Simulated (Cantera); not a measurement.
Input: 1 mol CHF3, 0.79 mol HCl, equilibrated at 0.390 bar.

Equilibrium computed with Cantera from the NASA thermochemical tables; the gas is ideal and each condensed phase is pure. Candidate condensed phases: C, C6H6, C7H8, C8H18; 118 gas species. Gases not in the tables: C2F6 and larger saturated fluorocarbons. Rates play no part.

x: gas mole fraction; n: condensed amount in mol.

```tsv
T (°C)	x HF	x Cl	x HCl	x CF4	x Cl2	x CClF3	x CF2	n C(graphite)
1202	0.563	0.0192	0.184	0.167	0.0594	0.00716	1.91e-5	0.583
1277	0.578	0.0325	0.160	0.159	0.0629	0.00697	5.62e-5	0.596
1352	0.590	0.0510	0.137	0.152	0.0628	0.00660	0.000149	0.609
1427	0.599	0.0748	0.116	0.145	0.0592	___	0.000360	0.621
1502	0.605	0.103	0.0955	0.138	0.0524	___	0.000805	0.632
1577	0.608	0.133	0.0772	0.130	0.0437	___	0.00168	0.642
1652	0.610	0.162	0.0611	0.123	0.0342	___	0.00329	0.650
1727	0.610	0.188	0.0474	0.117	0.0254	___	0.00610	0.655
```

Task: Complete the blanks.

Result: 
- 1427, x CClF3: 0.00608
- 1502, x CClF3: 0.00543
- 1577, x CClF3: 0.00470
- 1652, x CClF3: 0.00395
- 1727, x CClF3: 0.00322
